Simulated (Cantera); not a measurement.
A perfectly stirred reactor is fed with 26.3 % H2, 17.5 % O2, 56.1 % N2, equivalence ratio 0.75, at 23000 Pa; it is held at 1200 K, and followed from long to short residence time.

Computed with Cantera and the H2/O2 subset of GRI-Mech 3.0, which has no nitrogen chemistry. The temperature is held fixed by assumption; the heat of reaction is taken as removed at once.

Question: Predict: x(H2) at τ = 2.20 s; x(O2) at τ = 2.20 s; x(OH) at τ = 2.20 s; x(H2O2) at τ = 2.20 s; x(O) at τ = 2.20 s; x(H2) at τ = 12.0 ms; x(O2) at τ = 12.0 ms; x(OH) at τ = 12.0 ms; x(H2O2) at τ = 12.0 ms; x(O) at τ = 12.0 ms.

Answer: 
| Property | Result |
|---|---|
| x(H2) at τ = 2.20 s | 0.000228 |
| x(O2) at τ = 2.20 s | 0.0505 |
| x(OH) at τ = 2.20 s | 0.000255 |
| x(H2O2) at τ = 2.20 s | 6.05e-7 |
| x(O) at τ = 2.20 s | 3.20e-5 |
| x(H2) at τ = 12.0 ms | 0.00633 |
| x(O2) at τ = 12.0 ms | 0.0530 |
| x(OH) at τ = 12.0 ms | 0.00152 |
| x(H2O2) at τ = 12.0 ms | 2.78e-6 |
| x(O) at τ = 12.0 ms | 0.00108 |
